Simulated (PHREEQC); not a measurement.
# Buffer: an equilibrium model

A solution holds 0.74 mol/kgw KHCO3, 0.081 mol/kgw NaOH and 0.67 mol/kgw KCl, at 2 °C. Closed to the air; pH follows from the charge balance.

The numbers come from PHREEQC with the ion-association model, wateq4f.dat.

Each row changes one thing in this solution. No solid was allowed to form.

```json
[
 {"case": "as made", "pH": "9.09", "ionic strength (mol/kgw)": "1.55", "Na+ (mol/kgw)": "0.0671", "SI of Halite (NaCl)": "-3.22"},
 {"case": "KHCO3 left out", "pH": "13.56", "ionic strength (mol/kgw)": "0.751", "Na+ (mol/kgw)": "0.0810", "SI of Halite (NaCl)": "-3.14"},
 {"case": "KHCO3 from 0.74 to 0.074 mol/kgw", "pH": "12.51", "ionic strength (mol/kgw)": "0.887", "Na+ (mol/kgw)": "0.0752", "SI of Halite (NaCl)": "-3.18"},
 {"case": "KCl from 0.67 to 0.737 mol/kgw", "pH": "9.09", "ionic strength (mol/kgw)": "(withheld)", "Na+ (mol/kgw)": "0.0672", "SI of Halite (NaCl)": "-3.18"},
 {"case": "0.03 mol/kgw CO2 added", "pH": "(withheld)", "ionic strength (mol/kgw)": "1.53", "Na+ (mol/kgw)": "0.0681", "SI of Halite (NaCl)": "-3.22"}
]
```

### Question
Some entries are withheld; supply them.

### Answer

- KCl from 0.67 to 0.737 mol/kgw, ionic strength (mol/kgw): 1.62
- 0.03 mol/kgw CO2 added, pH: 8.86

The ionic strength passes 0.7 mol/kgw, the rough limit of the ion-association models, in every such run. Complexes and solids missing from the database can't appear. Constants without temperature data keep their 25 °C values here.
